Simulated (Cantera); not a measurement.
A perfectly stirred reactor is fed with H2 : O2 = 0.013 : 1 (molar parts), equivalence ratio 0.0065, at 1000 Pa; it is held at 1025 K, and followed from long to short residence time.

Detailed kinetics in Cantera: the H2/O2 subset of GRI-Mech 3.0, which has no nitrogen chemistry. Radical loss at walls, strong at low pressure, is not modelled.

Problem. Predict: x(H2) at τ = 8.30 s; x(O2) at τ = 8.30 s; x(H2O) at τ = 8.30 s; x(H2O2) at τ = 8.30 s; x(O) at τ = 8.30 s; x(H2) at τ = 78.0 ms; x(O2) at τ = 78.0 ms; x(H2O) at τ = 78.0 ms; x(H2O2) at τ = 78.0 ms; x(O) at τ = 78.0 ms.

Solution. 
```
Quantity                   Value
----------------------  --------
x(H2) at τ = 8.30 s      5.02e-5
x(O2) at τ = 8.30 s        0.987
x(H2O) at τ = 8.30 s      0.0128
x(H2O2) at τ = 8.30 s    1.71e-8
x(O) at τ = 8.30 s      0.000459
x(H2) at τ = 78.0 ms    0.000740
x(O2) at τ = 78.0 ms       0.982
x(H2O) at τ = 78.0 ms     0.0115
x(H2O2) at τ = 78.0 ms   4.92e-8
x(O) at τ = 78.0 ms      0.00458
```
